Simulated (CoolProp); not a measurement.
R1336mzz(Z) along the isobar 19.7 bar: Z from the reference equation and from simpler models built on Tc = 444.5 K, pc = 29.04 bar, ω = 0.386; each cubic takes its own stable root.

The numbers come from the reference Helmholtz-energy equation of state, McLinden 2020 in CoolProp.

```
T (K)   phase  reference
-----  ------  ---------
240.8  liquid     0.1070
261.8  liquid     0.1017
282.8  liquid    0.09752
303.8  liquid    0.09432
324.7  liquid    0.09202
345.7  liquid    0.09063
366.7  liquid    0.09031
387.7  liquid    0.09145
408.7  liquid    0.09529
429.7     gas     0.6269
450.6     gas     0.7202
471.6     gas     0.7778
492.6     gas     0.8190
```

Task: How far does each simpler model (van der Waals, Redlich-Kwong) lie from the reference over these 13 states: mean and median of the absolute difference, and the worst?

Result: 
- van der Waals: mean 93.9 %, median 77.8 %, worst +570.3 % at 408.7 K and 19.7 bar
- Redlich-Kwong: mean 18.7 %, median 23.1 %, worst +35.3 % at 408.7 K and 19.7 bar

At some of these states van der Waals gives the other phase, because its saturation line lies elsewhere.
